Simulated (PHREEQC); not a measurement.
PHREEQC input (Pitzer model, pitzer.dat):

```
SOLUTION 1
  temp 20
  units mol/kgw
  pH 7 charge
  S(6) 8.9e-05
  Ca 8.9e-05
  Br 0.535
  Na 0.041
  Cl 0.026
  Mg 0.26
END
USE solution 1
INCREMENTAL_REACTIONS false
REACTION 1
  H2O -1
  0 9.886 18.011 24.689 30.178 34.689 38.397 41.444
  43.949 46.007 47.699 moles
EQUILIBRIUM_PHASES 1
  Bischofite 0 0
  Bloedite 0 0
  Brucite 0 0
  Epsomite 0 0
  Glauberite 0 0
  Gypsum 0 0
  Anhydrite 0 0
  Halite 0 0
  Hexahydrite 0 0
  Kieserite 0 0
  Mirabilite 0 0
  Portlandite 0 0
  Thenardite 0 0
  MgCl2_4H2O 0 0
SELECTED_OUTPUT 1
  -reset false
  -pH true
  -pe true
  -ionic_strength true
  -water true
  -activities H2O
  -totals Br Ca Cl Mg Na S
  -molalities H+ Na+ Mg+2 Ca+2 Cl- SO4-2 Br- OH- HSO4- MgOH+
  -equilibrium_phases Bischofite Bloedite Brucite Epsomite Glauberite Gypsum Anhydrite Halite Hexahydrite Kieserite
    Mirabilite Portlandite Thenardite MgCl2_4H2O
PRINT
  -reset false
END
```

Selected output (columns that matter, 11 of 11 rows; water left (kg) added in front):

```
water left (kg)	pH	mu	Br	Ca	Cl	Mg	Na	S	m_H+	m_Na+	m_Mg+2	m_Ca+2	m_Cl-	la_H2O
1	6.4311	0.82136	0.535	8.9e-05	0.026	0.26	0.041	8.9e-05	4.1067e-07	0.041	0.26	8.9e-05	0.026	-0.0062551
0.821894	6.369	0.99935	0.65094	0.00010829	0.031634	0.31634	0.049885	0.00010829	4.4983e-07	0.049885	0.31634	0.00010829	0.031634	-0.0077652
0.675514	6.2988	1.2159	0.79199	0.00013175	0.038489	0.38489	0.060695	0.00013175	4.9439e-07	0.060695	0.38489	0.00013175	0.038489	-0.0096907
0.555203	6.2185	1.4794	0.96361	0.0001603	0.04683	0.4683	0.073847	0.0001603	5.4553e-07	0.073847	0.4683	0.0001603	0.04683	-0.012171
0.456313	6.1254	1.8	1.1724	0.00019504	0.056978	0.56978	0.089851	0.00019504	6.0484e-07	0.089851	0.56978	0.00019504	0.056978	-0.015405
0.375043	6.0163	2.19	1.4265	0.00023731	0.069325	0.69325	0.10932	0.00023731	6.7453e-07	0.10932	0.69325	0.00023731	0.069325	-0.019677
0.30824	5.8869	2.6647	1.7357	0.00028874	0.08435	0.8435	0.13301	0.00028874	7.5769e-07	0.13301	0.8435	0.00028874	0.08435	-0.025405
0.253345	5.732	3.242	2.1117	0.0003513	0.10263	1.0263	0.16183	0.0003513	8.5859e-07	0.16183	1.0263	0.0003513	0.10263	-0.033197
0.208215	5.5446	3.9447	2.5695	0.00042744	0.12487	1.2487	0.19691	0.00042744	9.8325e-07	0.19691	1.2487	0.00042744	0.12487	-0.043957
0.171138	5.3167	4.7994	3.1261	0.00052005	0.15192	1.5192	0.23957	0.00052005	1.1398e-06	0.23957	1.5192	0.00052005	0.15192	-0.059011
0.140655	5.0377	5.8395	3.8036	0.00063275	0.18485	1.8485	0.29149	0.00063275	1.3391e-06	0.29149	1.8485	0.00063275	0.18485	-0.080348
```

Complexes and solids missing from the database can't appear.
